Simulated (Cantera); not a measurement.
An adiabatic, constant-pressure homogeneous reactor starts with 17.1 % H2, 17.4 % O2, 65.5 % N2, at 1225 K and 1.00 atm.

Detailed kinetics in Cantera: GRI-Mech 3.0 (53 species, 325 reactions).

x: mole fraction; the columns are a selection and need not sum to one.

```csv
t (s),T (K),x H2,x O2,x OH,x H2O,x NO2,x O,x H
3.00e-6,1225,0.171,0.174,1.66e-9,7.69e-9,<1e-12,2.79e-9,1.36e-8
1.33e-5,1225,0.171,0.174,1.53e-7,1.54e-6,<1e-12,2.67e-7,1.12e-6
5.92e-5,___,___,0.0911,___,___,___,___,___
0.000263,2326,0.00307,0.0929,0.0129,0.175,5.71e-8,0.00388,0.00135
0.00117,2364,0.00173,0.0938,0.0101,0.179,___,0.00218,0.000555
0.00520,2362,0.00172,0.0934,0.0100,0.179,7.55e-7,0.00216,0.000550
0.0231,2357,0.00168,0.0920,0.00980,0.179,2.83e-6,0.00208,0.000531
0.103,2348,0.00162,0.0894,0.00941,0.179,6.64e-6,0.00195,0.000498
0.456,2346,0.00161,0.0889,0.00934,0.179,7.36e-6,0.00192,0.000491
2.03,2346,0.00161,0.0889,0.00934,0.179,7.36e-6,0.00192,0.000491
9.00,2346,0.00161,0.0889,0.00934,0.179,7.36e-6,0.00192,0.000491
```

Complete the blanks.


- 5.92e-5, T (K): 1876
- 5.92e-5, x H2: 0.0154
- 5.92e-5, x OH: 0.0180
- 5.92e-5, x H2O: 0.142
- 5.92e-5, x NO2: 4.93e-9
- 5.92e-5, x O: 0.0223
- 5.92e-5, x H: 0.0247
- 0.00117, x NO2: 2.04e-7
